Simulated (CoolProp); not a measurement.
Model: reference Helmholtz-energy equation of state, Schmidt 1985, in CoolProp.

**Question.** For oxygen, give the phase and the cv (kJ/(kg K)), viscosity (µPa s) at 182.3 K and 1.01 bar.

**Answer.** 
- 182.3 K and 1.01 bar: gas; cv 0.651, viscosity 13.6

Viscosity comes from a separate model (Lemmon 2004).
